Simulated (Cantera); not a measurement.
A freely propagating, adiabatic, planar premixed flame of H₂ : O₂ : N₂ : H₂O = 1 : 0.625 : 2.35 : 0.2 (molar parts), unburnt at 525 K and 0.600 bar; unity-Lewis-number transport, grid criteria slope 0.08 and curve 0.16, no radiation.

Detailed kinetics in Cantera: the H2/O2 subset of GRI-Mech 3.0, which has no nitrogen chemistry. Unity Lewis numbers drop preferential diffusion, which matters most where H2 and H carry the flame. Burning velocities carry a grid error of a few per cent, more on coarse grids.

Question: Predict: laminar burning velocity; thermal thickness; peak x(O); peak x(H₂O₂); peak x(OH).

Answer: 
* **laminar burning velocity**: 301 cm/s
* **thermal thickness**: 0.595 mm
* **peak x(O)**: 0.0123
* **peak x(H₂O₂)**: 9.49e-6
* **peak x(OH)**: 0.0150
